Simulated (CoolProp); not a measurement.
The numbers come from the reference Helmholtz-energy equation of state, de Reuck 1990 in CoolProp.

For fluorine, give the phase and the cp (kJ/(kg K)), speed of sound (m/s), Joule-Thomson coefficient (K/MPa) at 139.1 K and 1310 kPa; 107 K and 568 kPa; 177.8 K and 125 kPa.


- 139.1 K and 1310 kPa: gas; cp 0.931, speed of sound 195, Joule-Thomson coefficient 8.58
- 107 K and 568 kPa: gas; cp 0.937, speed of sound 171, Joule-Thomson coefficient 14.9
- 177.8 K and 125 kPa: gas; cp 0.780, speed of sound 232, Joule-Thomson coefficient 5.23
